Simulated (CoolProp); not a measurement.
Sulfur dioxide along the isotherm 448.5 K: fugacity coefficient from the reference equation and from simpler models built on Tc = 430.6 K, pc = 7.887 MPa, ω = 0.256; each cubic takes its own stable root.

Computed with CoolProp (reference Helmholtz-energy equation of state, Gao 2016).

```tsv
p (MPa)	phase	reference	van der Waals	Soave-Redlich-Kwong
0.845	gas	0.9679	0.9713	0.9684
1.69	gas	0.9362	0.9427	0.9372
2.53	gas	0.9051	0.9143	0.9066
3.38	gas	0.8738	0.8857	0.8759
4.22	gas	0.8431	0.8574	0.8459
5.07	gas	0.8123	0.8286	0.8158
5.91	gas	0.7819	0.8000	0.7862
6.76	gas	0.7512	0.7706	0.7564
7.6	gas	0.7206	0.7408	0.7267
8.45	supercritical	0.6894	0.7093	0.6965
9.29	supercritical	0.6576	0.6750	0.6659
10.1	supercritical	0.6259	0.6407	0.6357
11	supercritical	0.5907	0.6067	0.6030
11.8	supercritical	0.5620	0.5802	0.5763
```
